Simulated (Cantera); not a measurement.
An adiabatic, constant-volume homogeneous reactor starts with C3H8 : O2 : N2 = 1 : 8.93 : 25.9 (molar parts), at 1173 K and 3.40 bar. Integrator tolerance rtol = 1e-08.

Detailed kinetics in Cantera: GRI-Mech 3.0 (53 species, 325 reactions). GRI-Mech 3.0 was tuned for natural gas; its chemistry of propane as a main component is partial and can be far from experiment.

### Question
What does this change do: initial temperature 1173 to 1575 K?

### Answer
```csv
quantity,before,after
time of steepest temperature rise,4.30 ms,14.9 µs
temperature at 5.00 s,2713 K,2888 K
equilibrium temperature,2713 K,2888 K
x(C3H8) at 5.00 s,<1e-12 (gas-phase equilibrium <1e-12),<1e-12 (gas-phase equilibrium <1e-12)
x(O2) at 5.00 s,0.0953 (gas-phase equilibrium 0.0953),0.0930 (gas-phase equilibrium 0.0930)
x(CH2CO) at 5.00 s,<1e-12 (gas-phase equilibrium <1e-12),<1e-12 (gas-phase equilibrium <1e-12)
x(CO2) at 5.00 s,0.0720 (gas-phase equilibrium 0.0720),0.0623 (gas-phase equilibrium 0.0623)
x(O) at 5.00 s,0.00414 (gas-phase equilibrium 0.00414),0.00911 (gas-phase equilibrium 0.00911)
x(N2O) at 5.00 s,3.04e-6 (gas-phase equilibrium 3.04e-6),3.42e-6 (gas-phase equilibrium 3.42e-6)
x(H2O) at 5.00 s,0.0988 (gas-phase equilibrium 0.0988),0.0913 (gas-phase equilibrium 0.0913)
```

### Question
What does this change do: pressure from 3.40 bar to 21.0 bar?

### Answer
```
quantity                                                            before                                    after
---------------------------------  ---------------------------------------  ---------------------------------------
time of steepest temperature rise                                  4.30 ms                                  1.10 ms
temperature at 5.00 s                                               2713 K                                   2779 K
equilibrium temperature                                             2713 K                                   2779 K
x(C3H8) at 5.00 s                    <1e-12 (gas-phase equilibrium <1e-12)    <1e-12 (gas-phase equilibrium <1e-12)
x(O2) at 5.00 s                      0.0953 (gas-phase equilibrium 0.0953)    0.0941 (gas-phase equilibrium 0.0941)
x(CH2CO) at 5.00 s                   <1e-12 (gas-phase equilibrium <1e-12)    <1e-12 (gas-phase equilibrium <1e-12)
x(CO2) at 5.00 s                     0.0720 (gas-phase equilibrium 0.0720)    0.0761 (gas-phase equilibrium 0.0761)
x(O) at 5.00 s                     0.00414 (gas-phase equilibrium 0.00414)  0.00215 (gas-phase equilibrium 0.00215)
x(N2O) at 5.00 s                   3.04e-6 (gas-phase equilibrium 3.04e-6)  8.41e-6 (gas-phase equilibrium 8.41e-6)
x(H2O) at 5.00 s                     0.0988 (gas-phase equilibrium 0.0988)      0.102 (gas-phase equilibrium 0.102)
```
The pressure lies above the range GRI-Mech 3.0 was tuned for (to about 10 atm).
